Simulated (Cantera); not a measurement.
## Premixed flame

A freely propagating, adiabatic, planar premixed flame of CO : H2 : O2 : N2 : CO2 = 1 : 0.1 : 0.5 : 2 : 0.31 (molar parts), equivalence ratio 1.1, unburnt at 400 K and 3750 Torr; multicomponent+Soret transport, grid criteria slope 0.08 and curve 0.16, no radiation.

Model: GRI-Mech 3.0 (53 species, 325 reactions), integrated in Cantera. The hydrogen kinetics of GRI-Mech 3.0 are dated; newer H2 mechanisms differ, most at raised pressure. Burning velocities carry a grid error of a few per cent, more on coarse grids.

```json
[
 {"z (mm)": "-0.460", "T (K)": "400", "u (m/s)": "0.369", "x CO": "0.256", "x H2": "0.0252", "x O2": "0.128", "x H2O": "4.20e-7", "x CO2": "0.0793", "x HO2": "<1e-8"},
 {"z (mm)": "-0.307", "T (K)": "400", "u (m/s)": "0.369", "x CO": "0.256", "x H2": "0.0241", "x O2": "0.128", "x H2O": "8.15e-6", "x CO2": "0.0794", "x HO2": "6.35e-8"},
 {"z (mm)": "-0.230", "T (K)": "401", "u (m/s)": "0.369", "x CO": "0.256", "x H2": "0.0226", "x O2": "0.128", "x H2O": "4.30e-5", "x CO2": "0.0796", "x HO2": "3.92e-7"},
 {"z (mm)": "-0.153", "T (K)": "412", "u (m/s)": "0.377", "x CO": "0.257", "x H2": "0.0189", "x O2": "0.128", "x H2O": "0.000338", "x CO2": "0.0805", "x HO2": "4.01e-6"},
 {"z (mm)": "-0.0767", "T (K)": "572", "u (m/s)": "0.518", "x CO": "0.247", "x H2": "0.0116", "x O2": "0.123", "x H2O": "0.00402", "x CO2": "0.0931", "x HO2": "0.000112"},
 {"z (mm)": "-0.0383", "T (K)": "934", "u (m/s)": "0.832", "x CO": "0.216", "x H2": "0.00746", "x O2": "0.104", "x H2O": "0.0112", "x CO2": "0.128", "x HO2": "0.000321"},
 {"z (mm)": "0", "T (K)": "1377", "u (m/s)": "1.19", "x CO": "0.165", "x H2": "0.00337", "x O2": "0.0717", "x H2O": "0.0193", "x CO2": "0.189", "x HO2": "0.000110"},
 {"z (mm)": "0.0383", "T (K)": "1658", "u (m/s)": "1.41", "x CO": "0.121", "x H2": "0.00154", "x O2": "0.0466", "x H2O": "0.0215", "x CO2": "0.242", "x HO2": "4.49e-5"},
 {"z (mm)": "0.0767", "T (K)": "1810", "u (m/s)": "1.52", "x CO": "0.0980", "x H2": "0.00133", "x O2": "0.0346", "x H2O": "0.0215", "x CO2": "0.270", "x HO2": "2.50e-5"},
 {"z (mm)": "0.153", "T (K)": "1960", "u (m/s)": "1.62", "x CO": "0.0793", "x H2": "0.00123", "x O2": "0.0254", "x H2O": "0.0226", "x CO2": "0.294", "x HO2": "1.21e-5"},
 {"z (mm)": "0.307", "T (K)": "2081", "u (m/s)": "1.71", "x CO": "0.0653", "x H2": "0.000997", "x O2": "0.0185", "x H2O": "0.0242", "x CO2": "0.311", "x HO2": "5.37e-6"},
 {"z (mm)": "0.613", "T (K)": "2170", "u (m/s)": "1.77", "x CO": "0.0539", "x H2": "0.000790", "x O2": "0.0129", "x H2O": "0.0253", "x CO2": "0.325", "x HO2": "2.36e-6"},
 {"z (mm)": "1.23", "T (K)": "2234", "u (m/s)": "1.81", "x CO": "0.0451", "x H2": "0.000641", "x O2": "0.00860", "x H2O": "0.0260", "x CO2": "0.335", "x HO2": "1.10e-6"}
]
```
x: mole fraction of selected species; z is measured from the peak of heat release.

laminar burning velocity: 36.9 cm/s
thermal thickness: 0.153 mm
peak x(HO2): 0.000337
grid points: 116
